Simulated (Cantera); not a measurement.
Input (Python, Cantera) and output of one run.

```python
import numpy as np
import cantera as ct

gas_names = """
    CL CL2 H HCL H2 Si SiCL SiCL2 SiCL3 SiCL4 SiH SiHCL3 SiH2 SiH2CL2 SiH3 SiH3CL SiH4 Si2 Si3
""".split()
cond_names = """
    Si(cr) Si(L)
""".split()


# ... load() reads the species with a 1 bar reference pressure and builds the phases ...
atoms = {
    'SiCl4': {'Si': 1, 'CL': 4},
    'H2': {'H': 2},
}
top_T = {}  # K; cautious upper limits of use, not melting points


# ... equilibrate(T, P, feed) seeds the gas with the atoms and calls Mixture.equilibrate('TP', solver="vcs", rtol=1e-11, max_steps=5000) ...
results = []
T = 875  # K
P = 100000  # Pa
for m in [27, 37, 50, 68, 92, 130, 170, 230, 320, 430, 590]:
    feed = {'SiCl4': 1, 'H2': m}  # mol
    mix = equilibrate(T, P, feed)
    results.append((T, P, feed, dict(zip(mix.species_names, mix.species_moles))))
    x = sorted(zip(gas.X, gas.species_names), reverse=True)
    print(f"T = {T:g} K  P = {P:g} Pa  n(H2) = {m:g} mol  gas = {mix.phase_moles(0):.4g} mol")
    print("   x: " + "  ".join(f"{s} {v:.3e}" for v, s in x if v > 1e-05))
    print("   condensed (mol): " + ("  ".join(f"{mix.phase(i).name} {mix.phase_moles(i):.4g}"
          for i in range(1, mix.n_phases) if mix.phase_moles(i) > 1e-12) or "none"))
```

Result:

```
T = 875 K  P = 100000 Pa  n(H2) = 27 mol  gas = 28 mol
   x: H2 9.564e-01  SiCL4 2.804e-02  HCL 7.858e-03  SiHCL3 7.468e-03  SiH2CL2 1.819e-04  SiCL3 2.109e-05
   condensed (mol): none
T = 875 K  P = 100000 Pa  n(H2) = 37 mol  gas = 38 mol
   x: H2 9.670e-01  SiCL4 1.983e-02  HCL 6.674e-03  SiHCL3 6.286e-03  SiH2CL2 1.822e-04  SiCL3 1.766e-05
   condensed (mol): none
T = 875 K  P = 100000 Pa  n(H2) = 50 mol  gas = 51 mol
   x: H2 9.747e-01  SiCL4 1.411e-02  HCL 5.682e-03  SiHCL3 5.297e-03  SiH2CL2 1.818e-04  SiCL3 1.482e-05
   condensed (mol): none
T = 875 K  P = 100000 Pa  n(H2) = 68 mol  gas = 69 mol
   x: H2 9.807e-01  SiCL4 9.879e-03  HCL 4.799e-03  SiHCL3 4.418e-03  SiH2CL2 1.807e-04  SiCL3 1.232e-05
   condensed (mol): none
T = 875 K  P = 100000 Pa  n(H2) = 92 mol  gas = 93 mol
   x: H2 9.852e-01  SiCL4 6.890e-03  HCL 4.047e-03  SiHCL3 3.671e-03  SiH2CL2 1.788e-04  SiCL3 1.021e-05
   condensed (mol): none
T = 875 K  P = 100000 Pa  n(H2) = 130 mol  gas = 131 mol
   x: H2 9.891e-01  SiCL4 4.503e-03  HCL 3.312e-03  SiHCL3 2.943e-03  SiH2CL2 1.758e-04
   condensed (mol): none
T = 875 K  P = 100000 Pa  n(H2) = 170 mol  gas = 171 mol
   x: H2 9.913e-01  SiCL4 3.204e-03  HCL 2.824e-03  SiHCL3 2.461e-03  SiH2CL2 1.728e-04
   condensed (mol): none
T = 875 K  P = 100000 Pa  n(H2) = 230 mol  gas = 231 mol
   x: H2 9.933e-01  HCL 2.350e-03  SiCL4 2.156e-03  SiHCL3 1.995e-03  SiH2CL2 1.687e-04
   condensed (mol): none
T = 875 K  P = 100000 Pa  n(H2) = 320 mol  gas = 321 mol
   x: H2 9.950e-01  HCL 1.912e-03  SiHCL3 1.567e-03  SiCL4 1.376e-03  SiH2CL2 1.632e-04
   condensed (mol): none
T = 875 K  P = 100000 Pa  n(H2) = 430 mol  gas = 431 mol
   x: H2 9.961e-01  HCL 1.582e-03  SiHCL3 1.248e-03  SiCL4 9.058e-04  SiH2CL2 1.572e-04
   condensed (mol): none
T = 875 K  P = 100000 Pa  n(H2) = 590 mol  gas = 591 mol
   x: H2 9.970e-01  HCL 1.286e-03  SiHCL3 9.648e-04  SiCL4 5.685e-04  SiH2CL2 1.497e-04
   condensed (mol): none
```

Method: chemical equilibrium by Gibbs-energy minimisation in Cantera with the NASA 1993 tables (ideal gas, pure condensed phases). The tables' values for SiCl3 are old estimates; treat these amounts as uncertain.
